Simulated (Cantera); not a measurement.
# NaI + H₂ + N₂ (halide evaporation, hydrolysis and transport)

A closed system holds: 1 mol NaI, 180 mol H₂, 0.022 mol N₂, at 0.210 bar.

These are equilibrium values from Cantera (NASA tables, ideal gas, pure condensed phases), not measurements of a reactor. Candidate condensed phases: I₂, Na, NaI; 16 gas species. Gases not in the tables: NaBr and NaI dimers. Equilibrium is a limit: real reactors are often held back by kinetics, nucleation or transport.

From 427 °C to 577 °C the condensed part is NaI(s). At 727 °C the condensed part is NaI(l). From 877 °C to 1777 °C nothing is condensed.

```csv
T (°C),log p H₂,log p NaI,log p H,log p Na,log p I,log p HI,log p N₂,n NaI(s),n NaI(l)
427,-0.68,-7.21,<-12,-10.90,<-12,-10.90,-4.63,1.000,0
577,-0.68,-4.71,-11.03,-8.18,-10.60,-8.18,-4.60,0.983,0
727,-0.68,-3.07,-8.98,-6.34,-7.99,-6.35,-4.59,0,0.268
877,-0.68,-2.94,-7.47,-5.50,-6.61,-5.53,-4.59,0,0
1027,-0.68,-2.94,-6.30,-4.89,-5.61,-4.98,-4.59,0,0
1177,-0.68,-2.95,-5.36,-4.39,-4.85,-4.57,-4.59,0,0
1327,-0.68,-2.98,-4.60,-3.96,-4.26,-4.27,-4.59,0,0
1477,-0.68,-3.04,-3.97,-3.62,-3.81,-4.05,-4.59,0,0
1627,-0.68,-3.16,-3.44,-3.34,-3.47,-3.92,-4.59,0,0
1777,-0.68,-3.35,-2.99,-3.15,-3.24,-3.86,-4.60,0,0
```
log p: log10 of the partial pressure in bar; n: condensed amount in mol.
